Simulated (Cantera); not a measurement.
Feed: 1 mol CHF3, 0.085 mol F2, held at 360 Torr.

Cantera equilibrium calculation (NASA polynomials, part measured and part estimated; ideal gas, pure solids and liquids). Candidate condensed phases: C, C6H6, C7H8, C8H18; 95 gas species. Gases not in the tables: C2F6 and larger saturated fluorocarbons. The numbers say what is thermodynamically allowed, not how fast it happens.

Question: What share of the C ends up in condensed phases as a function of T (K), at 1923, 1998, 2073, 2148, 2223, 2298, 2373, 2448, 2523, 2598, 2673, 2748?

Answer: 
```csv
T (K),C condensed (%),as
1923,45.4,C(graphite)
1998,45.0,C(graphite)
2073,44.5,C(graphite)
2148,43.5,C(graphite)
2223,42.2,C(graphite)
2298,40.1,C(graphite)
2373,37.3,C(graphite)
2448,33.7,C(graphite)
2523,29.5,C(graphite)
2598,25.1,C(graphite)
2673,21.5,C(graphite)
2748,19.6,C(graphite)
```
